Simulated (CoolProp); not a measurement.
n-butane at 293.15 K and 4.71 MPa is throttled through a valve to 1.31 MPa with no heat exchange. Each further row changes one setting.

Model: reference Helmholtz-energy equation of state, Bücker 2006, in CoolProp.

| case | temperature change (K) | final density (kg/m³) |
|---|---|---|
| as stated | (withheld) | (withheld) |
| outlet pressure 0.393 MPa | (withheld) | (withheld) |
| outlet pressure 1.7 MPa | (withheld) | 580 |

Q: What belongs in the gaps?

A: 
- as stated, temperature change (K): +1.1
- as stated, final density (kg/m³): 579
- outlet pressure 0.393 MPa, temperature change (K): +1.4
- outlet pressure 0.393 MPa, final density (kg/m³): 577
- outlet pressure 1.7 MPa, temperature change (K): +1.0
